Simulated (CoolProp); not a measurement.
A single-stage vapour-compression cycle with CH3F (R41): evaporating at 278.15 K (dew point), condensing at 309.15 K (bubble point), superheat 10 K, subcooling 2 K, compressor efficiency 0.65, no pressure losses. Each further row changes one setting.

Values from CoolProp's reference Helmholtz-energy equation of state, Lemmon 2006. It is a short technical equation, of lower accuracy than the large ones.

```csv
case,cooling COP,pressure ratio,discharge temperature (K),refrigerating effect (kJ/kg),volumetric capacity (kJ/m³)
as stated,3.88,2.11,355.3,250,11200
evaporating temperature 283.15 K,___,1.86,348.1,248,12800
condensing temperature 304.15 K,4.96,1.89,344.5,268,___
subcooling 7 K,___,2.11,355.3,___,___
superheat 20 K,3.84,2.11,___,269,___
compressor efficiency 0.55,3.28,2.11,361.5,250,11200
```

Some entries are withheld; supply them.


- evaporating temperature 283.15 K, cooling COP: 4.79
- condensing temperature 304.15 K, volumetric capacity (kJ/m³): 12000
- subcooling 7 K, cooling COP: 4.20
- subcooling 7 K, refrigerating effect (kJ/kg): 271
- subcooling 7 K, volumetric capacity (kJ/m³): 12100
- superheat 20 K, discharge temperature (K): 368.7
- superheat 20 K, volumetric capacity (kJ/m³): 11000
